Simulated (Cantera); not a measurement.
A closed system holds: 1 mol Si, 0.93 mol Cl₂, 86 mol N₂, equilibrated at 4.60 Pa.

Method: chemical equilibrium by Gibbs-energy minimisation in Cantera with the NASA 1993 tables (ideal gas, pure condensed phases). Candidate condensed phases: Si, Si₃N₄; 13 gas species. N₂ is the only nitrogen source here; it is nearly inert below about 1500 K, so the nitride shown seldom forms there in practice. The tables' values for SiCl₃ are old estimates; treat these amounts as uncertain. Equilibrium is a limit: real reactors are often held back by kinetics, nucleation or transport.

x: gas mole fraction; n: condensed amount in mol.

```
T (K)   x N₂   x SiCl₂  x SiCl₄   x SiCl₃      x Cl  n Si₃N₄(s)
-----  -----  --------  -------  --------  --------  ----------
748    0.995  6.22e-10  0.00540   1.33e-7  2.70e-11       0.178
798    0.995   1.09e-8  0.00540   7.21e-7  2.64e-10       0.178
848    0.995   1.36e-7  0.00540   3.19e-6   1.97e-9       0.178
898    0.995   1.27e-6  0.00539   1.19e-5   1.18e-8       0.178
948    0.995   9.36e-6  0.00537   3.85e-5   5.85e-8       0.178
998    0.995   5.59e-5  0.00529  0.000110   2.47e-7       0.177
1048   0.994  0.000276  0.00505  0.000276   9.00e-7       0.172
1098   0.994   0.00112        ?  0.000591   2.85e-6       0.158
1148   0.993   0.00348        ?  0.000960   7.62e-6       0.121
1198   0.991   0.00718        ?  0.000933   1.60e-5      0.0680
1248   0.990   0.00953        ?  0.000513   2.63e-5      0.0369
1298   0.989    0.0103        ?  0.000225   3.80e-5      0.0280
1348   0.989    0.0105        ?   9.75e-5   5.22e-5      0.0256
```

### Question
Complete the blanks.

### Answer

- 1098, x SiCl₄: 0.00439
- 1148, x SiCl₄: 0.00292
- 1198, x SiCl₄: 0.00107
- 1248, x SiCl₄: 0.000199
- 1298, x SiCl₄: 2.93e-5
- 1348, x SiCl₄: 4.53e-6
